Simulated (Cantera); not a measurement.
What does this Cantera script print?

```python
import numpy as np
import cantera as ct

gas = ct.Solution("gri30.yaml")


def delay(T, t_max=10):
    gas.TPX = T, 1800000, {'CH4': 1, 'C2H6': 0.23, 'C3H8': 0.073, 'O2': 2.26, 'N2': 8.51}
    reactor = ct.IdealGasConstPressureReactor(gas, clone=False)
    net = ct.ReactorNet([reactor])
    net.rtol, net.atol = 1e-8, 1e-16
    while net.time < t_max:
        t_old, T_old = net.time, reactor.T
        net.step()
        if reactor.T > T + 400:  # ignition: a rise of 400 K
            return t_old + (T + 400 - T_old) / (reactor.T - T_old) * (net.time - t_old)
    return np.nan


taus = []
for T in [1323, 1373, 1423, 1473, 1523, 1573]:
    taus.append(delay(T))
    print(f"T0 = {T:6g} K   tau = {taus[-1]:.4e} s")
```

Result:

```
T0 =   1323 K   tau = 9.4431e-05 s
T0 =   1373 K   tau = 5.7228e-05 s
T0 =   1423 K   tau = 3.6043e-05 s
T0 =   1473 K   tau = 2.3445e-05 s
T0 =   1523 K   tau = 1.5686e-05 s
T0 =   1573 K   tau = 1.0769e-05 s
```

Computed with Cantera and GRI-Mech 3.0 (53 species, 325 reactions). The pressure lies above the range GRI-Mech 3.0 was tuned for (to about 10 atm).
